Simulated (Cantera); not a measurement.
Charge: 1 mol PbO, 0.43 mol H2, at 725 K and 0.100 bar.

Method: chemical equilibrium by Gibbs-energy minimisation in Cantera with the NASA 1993 tables (ideal gas, pure condensed phases). Candidate condensed phases: H2O, Pb, PbO, PbO2, Pb3O4; 12 gas species. Kinetics and transport are ignored.

Base state: H2O 1.000, H2 4.22e-5 (mole fractions); condensed: Pb(l) + PbO(red).

**Question.** What changes in the equilibrium state with this change: PbO replaced by Hg?

**Answer.** 
| species | before | after |
|---|---|---|
| Hg | 0 | 0.699 |
| H2 | 4.22e-5 | 0.301 |
| H2O | 1.000 | 0 |
| Pb(l), mol | 0.430 | 0 |
| PbO(red), mol | 0.570 | 0 |
Further candidate phases: Hg.
